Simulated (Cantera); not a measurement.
Cantera run:

```python
import numpy as np
import cantera as ct

gas_names = """
    C CH CH2 CH3 CH2OH CH3O CH4 CH3OH CN CO CO2 COOH C2 C2H CHCO,ketyl C2H2,acetylene C2H2,vinylidene
    CH2CO,ketene C2H3,vinyl CH3CN CH3CO,acetyl C2H4 C2H4O,ethylen CH3CHO,ethanal CH3COOH (HCOOH)2 C2H5
    C2H6 CH3OCH3 C2H5OH CCN CNC C2N2 C2O C3 C3H3,propargyl C3H4,allene C3H4,propyne C3H4,cyclo-
    C3H5,allyl C3H6,propylene C3H6,cyclo- C3H6O C3H7,n-propyl C3H7,i-propyl C3H8 C3H8O,1propanol
    C3H8O,2propanol C3O2 C4 C4H2 C4H4,1,3-cyclo- C4H6,butadiene C4H6,2-butyne C4H6,cyclo- C4H8,1-butene
    C4H8,cis2-buten C4H8,tr2-butene C4H8,isobutene C4H8,cyclo- (CH3COOH)2 C4H9,n-butyl C4H9,i-butyl
    C4H9,s-butyl C4H9,t-butyl C4H10,isobutane C4H10,n-butane C4N2 C5 C5H6,1,3cyclo- C5H8,cyclo-
    C5H10,1-pentene C5H10,cyclo- C5H11,pentyl C5H11,t-pentyl C5H12,n-pentane C5H12,i-pentane
    CH3C(CH3)2CH3 C6H2 C6H5,phenyl C6H5O,phenoxy C6H6 C6H5OH,phenol C6H10,cyclo- C6H12,1-hexene
    C6H12,cyclo- C6H13,n-hexyl C7H7,benzyl C7H8 C7H8O,cresol C7H14,1-heptene C7H15,n-heptyl
    C7H16,n-heptane C8H8,styrene C8H10,ethylbenz C8H16,1-octene C8H17,n-octyl C8H18,isooctane
    C8H18,n-octane C9H19,n-nonyl C10H8,naphthale C10H21,n-decyl C12H9,o-bipheny C12H10,bipheny H HCN HCO
    HCCN HNC HNCO HNO HNO2 HNO3 HO2 H2 HCHO,formaldehy HCOOH H2O H2O2 N NCO NH NH2 NH3 NH2OH NO NO2 NO3
    N2 N2H2 N2H4 N2O O OH O2 O3
""".split()
cond_names = """
    C(gr) C6H6(L) C7H8(L) C8H18(L),n-octa H2O(s) H2O(L)
""".split()


def load(file, names, dense=False):
    # The tables refer to 1 bar. Condensed volumes are neglected.
    table = {s.name: s for s in ct.Species.list_from_file(file)}
    out = []
    for n in names:
        d = dict(table[n].input_data)
        d["thermo"] = dict(d["thermo"], **{"reference-pressure": 1e5})
        if dense:
            d["equation-of-state"] = {"model": "constant-volume", "density": "1e6 g/cm^3"}
        out.append(ct.Species.from_dict(d))
    return out


gas = ct.Solution(thermo="ideal-gas", species=load("nasa_gas.yaml", gas_names))
cond = {s.name: ct.Solution(thermo="fixed-stoichiometry", species=[s], name=s.name)
        for s in load("nasa_condensed.yaml", cond_names, dense=True)}
atoms = {
    'C3H6': {'C': 3, 'H': 6},
    'CO2': {'C': 1, 'O': 2},
    'N2': {'N': 2},
}
top_T = {'C(gr)': 4500}  # K; cautious upper limits of use, not melting points


def equilibrate(T, P, feed):
    n = {}
    for name, mol in feed.items():
        for a, k in atoms[name].items():
            n[a] = n.get(a, 0.0) + k * mol
    gas.TPX = T, P, n
    mass = sum(n.values()) * gas.mean_molecular_weight
    gas.equilibrate("TP")
    valid = [c for c in cond.values() if c.min_temp <= T <= top_T.get(c.name, c.max_temp)]
    mix = ct.Mixture([(gas, mass / gas.mean_molecular_weight)] + [(c, 0.0) for c in valid])
    mix.T, mix.P = T, P
    mix.equilibrate("TP", solver="vcs", rtol=1e-11, max_steps=5000)
    return mix


results = []
feed = {'C3H6': 1, 'CO2': 0.05, 'N2': 14}  # mol
P = 3700000  # Pa
for T in [2125, 2200, 2275, 2350, 2425, 2500, 2575, 2650]:
    mix = equilibrate(T, P, feed)
    results.append((T, P, feed, dict(zip(mix.species_names, mix.species_moles))))

top = {s: max(r[3][s] / sum(r[3][g] for g in gas_names) for r in results) for s in gas_names}
cols = sorted((s for s in top if top[s] > 0.0001), key=lambda s: -top[s])[:6]
seen = [c for c in cond_names if any(r[3].get(c, 0) > 1e-12 for r in results)]
print("log10 of partial pressures in bar; condensed amounts in mol")
print(f"{'T/K':>10s}" + "".join(f"{s[:9]:>10s}" for s in cols + seen))
for T, P, feed, n in results:
    ng = sum(n[g] for g in gas_names)
    print(f"{T:10.4g}" + "".join(f"{np.log10(max(n[s] / ng * P / 1e5, 1e-99)):10.3f}" for s in cols)
          + "".join(f"{n.get(c, 0):10.4g}" for c in seen))
```

Result:

```
log10 of partial pressures in bar; condensed amounts in mol
       T/K        N2        H2       HCN        CO       HNC         H     C(gr)
      2125     1.479     0.798    -0.492    -0.665    -1.645    -2.041     2.775
      2200     1.478     0.794    -0.385    -0.665    -1.487    -1.852     2.724
      2275     1.477     0.789    -0.286    -0.665    -1.341    -1.676     2.663
      2350     1.476     0.783    -0.194    -0.665    -1.205    -1.512     2.589
      2425     1.475     0.776    -0.108    -0.665    -1.078    -1.359     2.502
      2500     1.473     0.768    -0.029    -0.665    -0.961    -1.216     2.402
      2575     1.472     0.758     0.044    -0.665    -0.851    -1.082     2.287
      2650     1.470     0.746     0.112    -0.665    -0.749    -0.956     2.157
```

Equilibrium computed with Cantera from the NASA thermochemical tables; the gas is ideal and each condensed phase is pure. The ideal-gas law is rough above about 30 bar.
